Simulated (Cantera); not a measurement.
Charge: 1 mol Na₂CO₃, 3.4 mol H₂O, at 1075 K and 12.0 Torr.

Equilibrium computed with Cantera from the NASA thermochemical tables; the gas is ideal and each condensed phase is pure. Candidate condensed phases: C, C₆H₆, C₇H₈, C₈H₁₈, H₂O, Na, NaOH, NaO₂, Na₂CO₃, Na₂O, Na₂O₂; 117 gas species. Equilibrium is a limit: real reactors are often held back by kinetics, nucleation or transport.

Base state: H₂O 0.995, NaOH 0.00345, CO₂ 0.00176, Na₂(OH)₂ 2.81e-5 (mole fractions); condensed: Na₂CO₃(s).

Task: What changes in the equilibrium state with this change: pressure from 12.0 Torr to 1 atm?

Result: 
| species | before | after |
|---|---|---|
| H₂O | 0.995 | 1.000 |
| NaOH | 0.00345 | 0.000203 |
| CO₂ | 0.00176 | 0.000126 |
| Na₂(OH)₂ | 2.81e-5 | 6.21e-6 |
| Na₂CO₃(s), mol | 0.994 | 1.000 |

Task: What changes in the equilibrium state with this change: temperature from 1075 K to 1450 K?

Result: 
```csv
species,before,after
H₂O,0.995,0.449
NaOH,0.00345,0.333
CO₂,0.00176,0.181
Na,7.37e-6,0.0281
NaO,<1e-9,8.20e-5
CO,4.98e-9,3.85e-5
O₂,3.30e-6,0.00702
OH,2.51e-7,0.000127
"Na₂CO₃(s), mol",0.994,0
```
